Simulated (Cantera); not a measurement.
An isothermal, constant-pressure homogeneous reactor starts with H₂ : O₂ : N₂ = 1 : 1 : 14 (molar parts), at 1400 K and 82.5 Torr.

Cantera simulation using GRI-Mech 3.0 (53 species, 325 reactions); the numbers are that mechanism's predictions, not measurements. The temperature is held fixed by assumption; the heat of reaction is taken as removed at once.

x: mole fraction; the columns are a selection and need not sum to one.

```
t (s)        x H₂    x O₂      x O    x HO₂      x H    x N₂O      x OH
--------  -------  ------  -------  -------  -------  -------  --------
0.000900  0.00664  0.0345   0.0113  1.50e-6   0.0252  1.33e-8   0.00324
0.00235   0.00582  0.0340  0.00874  1.51e-6   0.0185  1.45e-8   0.00301
0.00613   0.00396  0.0330  0.00496  1.49e-6  0.00879  1.79e-8   0.00244
0.0160    0.00151  0.0322  0.00163  1.30e-6  0.00180  2.80e-8   0.00148
0.0418          ?  0.0321        ?        ?        ?        ?         ?
0.109     3.82e-5  0.0322  3.93e-5  1.76e-7  6.85e-6  7.72e-8  0.000235
0.285     7.33e-6  0.0322  7.61e-6  4.14e-8  5.84e-7  8.24e-8  0.000104
0.743     1.98e-6  0.0322  2.06e-6  1.50e-8  8.24e-8  6.12e-8   5.40e-5
1.94      7.51e-7  0.0322  7.87e-7  1.05e-8  1.94e-8  2.43e-8   3.33e-5
5.06      5.06e-7  0.0322  5.29e-7  1.02e-8  1.08e-8  7.72e-9   2.73e-5
13.2      4.93e-7  0.0322  5.16e-7  1.03e-8  1.04e-8  6.87e-9   2.70e-5
34.5      4.93e-7  0.0322  5.16e-7  1.03e-8  1.04e-8  6.87e-9   2.70e-5
90.0      4.93e-7  0.0322  5.16e-7  1.03e-8  1.04e-8  6.87e-9   2.70e-5
```

### Question
What belongs in the gaps?

### Answer

- 0.0418, x H₂: 0.000270
- 0.0418, x O: 0.000279
- 0.0418, x HO₂: 7.04e-7
- 0.0418, x H: 0.000130
- 0.0418, x N₂O: 5.21e-8
- 0.0418, x OH: 0.000623
